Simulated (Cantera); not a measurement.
Charge: 1 mol CH3SiH3, 1.1 mol HCl, 500 mol H2, equilibrated at 1100 K and 21.0 mbar.

Equilibrium computed with Cantera from the NASA thermochemical tables; the gas is ideal and each condensed phase is pure. Candidate condensed phases: C, C6H6, C7H8, C8H18, Si, SiC; 109 gas species. The feed counts by its element totals alone. Rates play no part.

Base state: H2 0.998, HCl 0.00218 (mole fractions); condensed: SiC(s).

Question: What changes in the equilibrium state with this change: CH3SiH3 replaced by SiH2Cl2?

Answer: 
| species | before | after |
|---|---|---|
| H2 | 0.998 | 0.994 |
| HCl | 0.00218 | 0.00593 |
| SiCl2 | 2.31e-6 | 7.20e-5 |
| SiHCl3 | 1.64e-7 | 1.40e-5 |
| SiC(s), mol | 0.999 | 0 |
| Si(s), mol | 0 | 0.949 |
